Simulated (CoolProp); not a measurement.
Vapour-liquid equilibrium of R125 (1) + propane (2) at 0.271 MPa; x and y are mole fractions of (1).

Values from CoolProp's multi-fluid Helmholtz-energy mixture model, Lemmon 2005 and Lemmon 2009; pair parameters Bell 2016.

```
x     bubble temperature, mixture model (K)  bubble temperature, Raoult's law (K)  y, mixture model  y, Raoult's law
----  -------------------------------------  ------------------------------------  ----------------  ---------------
0.05                                  250.2                                 255.5                 ?            0.068
0.15                                  244.3                                 254.5             0.411            0.196
0.25                                  242.0                                 253.5                 ?            0.315
0.35                                  241.0                                 252.6             0.532            0.426
0.45                                  240.6                                 251.7                 ?            0.530
0.55                                  240.4                                 250.8             0.578            0.627
0.65                                  240.5                                 250.0             0.604            0.718
0.75                                  240.9                                 249.2             0.645            0.805
0.85                                  242.0                                 248.5             0.718            0.886
0.95                                  244.8                                 247.8             0.867            0.963
```

Question: Some entries are withheld; supply them.

Answer: 
- 0.05, y, mixture model: 0.215
- 0.25, y, mixture model: 0.492
- 0.45, y, mixture model: 0.557

The largest gap from Raoult's law is -11.6 K in bubble temperature, at x = 0.35. y crosses x between x = 0.55 and 0.65: the model has an azeotrope there.

Pair parameters are fitted to limited data, so mixtures are less certain than the pure fluids. With so large a gap from Raoult's law the liquid may split in two, which this calculation doesn't test in full.
